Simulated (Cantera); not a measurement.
Cantera run, input and output.

```python
import numpy as np
import cantera as ct

gas = ct.Solution("SiF4_NH3_mec.yaml", "gas")
gas.TPX = 1850, 101325, {'NH3': 1, 'N2': 27}
inlet = ct.Reservoir(gas, clone=True)

reactor = ct.IdealGasConstPressureReactor(gas, energy="off", clone=False)
exhaust = ct.Reservoir(gas, clone=True)
tau = [0.36, 0.15, 0.063, 0.026, 0.011, 0.0046, 0.0019, 0.00081][0]
for a, b in ((inlet, reactor), (reactor, exhaust)):
    ct.MassFlowController(a, b, mdot=lambda t: reactor.mass / tau)
net = ct.ReactorNet([reactor])
show = ['NH3', 'NH', 'N2H4', 'N2', 'H', 'N2H2', 'H2']

rows = []
print(f"{'tau/s':>10s}{'T/K':>9s}" + "".join(f"{s:>11s}" for s in show))
for tau in [0.36, 0.15, 0.063, 0.026, 0.011, 0.0046, 0.0019, 0.00081]:
    net.initial_time = 0.0
    net.advance(30 * tau)
    before = gas.X
    net.advance(40 * tau)
    drift = np.max(np.abs(gas.X - before) / (gas.X + 1e-9))
    rows.append([gas.T, *gas[show].X, drift])
    print(f"{tau:10.3e}{gas.T:9.1f}" + "".join(f"{x:11.3e}" for x in gas[show].X))
```

Output:

```
     tau/s      T/K        NH3         NH       N2H4         N2          H       N2H2         H2
 3.600e-01   1850.0  1.420e-02  1.490e-06  2.643e-09  9.546e-01  3.114e-05  2.956e-08  3.110e-02
 1.500e-01   1850.0  2.125e-02  1.723e-06  5.059e-09  9.578e-01  1.943e-05  4.961e-08  2.088e-02
 6.300e-02   1850.0  2.749e-02  1.789e-06  8.202e-09  9.606e-01  1.096e-05  6.959e-08  1.183e-02
 2.600e-02   1850.0  3.172e-02  1.638e-06  1.195e-08  9.625e-01  5.671e-06  8.423e-08  5.699e-03
 1.100e-02   1850.0  3.391e-02  1.340e-06  1.563e-08  9.635e-01  2.838e-06  8.982e-08  2.520e-03
 4.600e-03   1850.0  3.495e-02  1.018e-06  1.763e-08  9.639e-01  1.334e-06  8.484e-08  1.009e-03
 1.900e-03   1850.0  3.541e-02  7.357e-07  1.550e-08  9.641e-01  5.892e-07  6.628e-08  3.539e-04
 8.100e-04   1850.0  3.559e-02  4.712e-07  9.161e-09  9.642e-01  2.661e-07  3.641e-08  1.077e-04
```

Cantera simulation using the gas-phase N/H chemistry of the illustrative SiF4/NH3 mechanism in the Surface Chemkin manual (1991); the numbers are that mechanism's predictions, not measurements. Walls and surfaces, which speed up NH3 decomposition in real reactors, are not modelled.
